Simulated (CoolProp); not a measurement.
Model: reference Helmholtz-energy equation of state, Platzer 1990, in CoolProp. This equation is an older, rougher fit; its heat capacities, sound speeds and derivatives of the liquid may be far off and weren't checked against measurements.

Q: For R13, give the phase and the density (kg/m³), conductivity (mW/(m K)) at 237.8 K and 1.53 MPa.

A: 
- 237.8 K and 1.53 MPa: liquid; density 1330, conductivity 67.8

Thermal conductivity comes from a separate model (Huber 2003), an estimate that may be off by 10 % or more.
